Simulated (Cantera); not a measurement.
## Aluminium nitride and oxide growth: Al + O₂ + H₂

Charge: 1 mol Al, a varied amount of O₂, 40 mol H₂, equilibrated at 702 °C and 0.0220 bar.

Method: chemical equilibrium by Gibbs-energy minimisation in Cantera with the NASA 1993 tables (ideal gas, pure condensed phases). Candidate condensed phases: Al, Al₂O₃, H₂O; 19 gas species. The numbers say what is thermodynamically allowed, not how fast it happens.

From 0.6 mol O₂ to 0.74 mol O₂ the condensed part is Al(l) + Al₂O₃(s). From 0.91 mol O₂ to 4.7 mol O₂ the condensed part is Al₂O₃(s).

```json
[
 {"n(O₂) (mol)": "0.6", "log p H₂": "-1.66", "log p H₂O": "<-13", "log p H": "-9.77", "log p AlH": "-10.10", "n Al(l)": "0.200", "n Al₂O₃(s)": "0.400"},
 {"n(O₂) (mol)": "0.74", "log p H₂": "-1.66", "log p H₂O": "<-13", "log p H": "-9.77", "log p AlH": "-10.10", "n Al(l)": "0.0133", "n Al₂O₃(s)": "0.493"},
 {"n(O₂) (mol)": "0.91", "log p H₂": "-1.66", "log p H₂O": "-3.75", "log p H": "-9.77", "log p AlH": "<-13", "n Al(l)": "0", "n Al₂O₃(s)": "0.500"},
 {"n(O₂) (mol)": "1.1", "log p H₂": "-1.67", "log p H₂O": "-3.41", "log p H": "-9.77", "log p AlH": "<-13", "n Al(l)": "0", "n Al₂O₃(s)": "0.500"},
 {"n(O₂) (mol)": "1.4", "log p H₂": "-1.67", "log p H₂O": "-3.15", "log p H": "-9.78", "log p AlH": "<-13", "n Al(l)": "0", "n Al₂O₃(s)": "0.500"},
 {"n(O₂) (mol)": "1.7", "log p H₂": "-1.68", "log p H₂O": "-2.98", "log p H": "-9.78", "log p AlH": "<-13", "n Al(l)": "0", "n Al₂O₃(s)": "0.500"},
 {"n(O₂) (mol)": "2.1", "log p H₂": "-1.69", "log p H₂O": "-2.83", "log p H": "-9.79", "log p AlH": "<-13", "n Al(l)": "0", "n Al₂O₃(s)": "0.500"},
 {"n(O₂) (mol)": "2.5", "log p H₂": "-1.70", "log p H₂O": "-2.72", "log p H": "-9.79", "log p AlH": "<-13", "n Al(l)": "0", "n Al₂O₃(s)": "0.500"},
 {"n(O₂) (mol)": "3.1", "log p H₂": "-1.71", "log p H₂O": "-2.59", "log p H": "-9.80", "log p AlH": "<-13", "n Al(l)": "0", "n Al₂O₃(s)": "0.500"},
 {"n(O₂) (mol)": "3.8", "log p H₂": "-1.73", "log p H₂O": "-2.47", "log p H": "-9.81", "log p AlH": "<-13", "n Al(l)": "0", "n Al₂O₃(s)": "0.500"},
 {"n(O₂) (mol)": "4.7", "log p H₂": "-1.75", "log p H₂O": "-2.36", "log p H": "-9.82", "log p AlH": "<-13", "n Al(l)": "0", "n Al₂O₃(s)": "0.500"}
]
```
log p: log10 of the partial pressure in bar; n: condensed amount in mol.
